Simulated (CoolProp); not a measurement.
Values from CoolProp's reference Helmholtz-energy equation of state, Lemmon 2006. It is a short technical equation, of lower accuracy than the large ones.

For CH3F (R41), give the phase and the cp (kJ/(kg K)), Joule-Thomson coefficient (K/MPa) at 235.2 K and 14.2 kPa; 396.9 K and 52.4 kPa.


- 235.2 K and 14.2 kPa: gas; cp 1.03, Joule-Thomson coefficient 39.1
- 396.9 K and 52.4 kPa: gas; cp 1.29, Joule-Thomson coefficient 8.10
